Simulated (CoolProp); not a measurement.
Vapour-liquid equilibrium of CHF3 (R23) (1) + R22 (2) at -0.05 °C; x and y are mole fractions of (1).

Values from CoolProp's multi-fluid Helmholtz-energy mixture model, Penoncello 2003 and Kamei 1995; pair parameters Bell 2016.

```csv
x,bubble pressure (bar),y at the bubble point,dew pressure at overall composition x (bar),liquid density (mol/L)
0.05,6.033,0.196,5.206,14.88
0.125,…,0.389,5.600,14.95
0.2,9.146,0.517,…,…
0.275,10.65,0.608,6.591,15.07
0.35,12.12,0.676,7.224,15.11
0.425,13.56,0.731,7.984,…
0.5,…,…,8.911,15.17
0.575,16.37,0.815,10.06,15.17
0.65,17.77,…,11.52,15.16
0.725,19.19,0.883,13.39,…
0.8,20.64,0.914,15.80,15.07
0.875,22.16,0.945,18.83,14.99
0.95,23.77,0.978,22.39,14.88
```

**Question.** What belongs in the gaps?

**Answer.** 
- 0.125, bubble pressure (bar): 7.605
- 0.2, dew pressure at overall composition x (bar): 6.057
- 0.2, liquid density (mol/L): 15.01
- 0.425, liquid density (mol/L): 15.15
- 0.5, bubble pressure (bar): 14.97
- 0.5, y at the bubble point: 0.776
- 0.65, y at the bubble point: 0.850
- 0.725, liquid density (mol/L): 15.13

No azeotrope shows between x = 0.05 and 0.95.

The pair parameters rest on a limited set of measurements; away from them the model extrapolates. The gap from Raoult's law changes sign with composition, which may be real or a fault of the pair parameters; it wasn't checked against measurements.
